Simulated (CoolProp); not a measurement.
Saturation properties of octamethylcyclotetrasiloxane (D4) (Tc = 586.5 K, pc = 1.347 MPa, ω = 0.598).

Values from CoolProp's reference Helmholtz-energy equation of state, Thol 2015.

```
T (K)    p (MPa)  liquid density (kg/m³)  vapour density (kg/m³)  enthalpy of vaporisation (kJ/kg)
-----  ---------  ----------------------  ----------------------  --------------------------------
303.6  0.0001998                   944.5                 0.02349                             183.5
326.5  0.0008779                   918.2                 0.09611                             175.1
349.4   0.003004                   891.5                  0.3083                             167.0
372.4   0.008474                   864.0                  0.8216                             158.9
395.3    0.02035                   836.0                   1.881                             150.8
418.2    0.04315                   806.8                   3.839                             142.6
441.2    0.08299                   776.1                   7.188                             133.9
464.1     0.1467                   743.5                   12.55                             124.7
```

It boils at 448.9 K under 1 atm.
